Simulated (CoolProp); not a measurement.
The fluid at 298.15 K and 15.9 MPa flows at 0.57 m/s in a round tube of 50 mm bore and 15 µm roughness, fully developed (64/Re and Nu = 3.66 if laminar; Colebrook and Gnielinski if turbulent). The same conditions are run with several fluids, on thermodynamics alone (safety and materials aside).

Model: reference Helmholtz-energy equation of state of each fluid (c-C4F8 (RC318): Platzer 1990; isobutane: Bücker 2006; n-octane: Beckmüller 2019; ethane: Bücker 2006; o-xylene: Zhou 2012), in CoolProp. The equations of Platzer and Polt are older, rougher fits.

```tsv
fluid	Reynolds number	Darcy friction factor	pressure drop (Pa/m)	heat-transfer coefficient (W/(m² K))	mass flow (kg/h)
c-C4F8 (RC318)	89000	0.0198	(withheld)	856	6380
isobutane	87000	0.0199	37.3	907	2330
n-octane	33800	0.0237	54.7	728	2870
ethane	(withheld)	(withheld)	23.9	1170	1660
o-xylene	29200	0.0244	70.3	686	3570
```

Q: Some entries are withheld; supply them.

A: 
- c-C4F8 (RC318), pressure drop (Pa/m): 102
- ethane, Reynolds number: 186000
- ethane, Darcy friction factor: 0.0179

Transport values come from each fluid's own correlations; those of c-C4F8 (RC318) are estimates that may be off by 10 % or more.
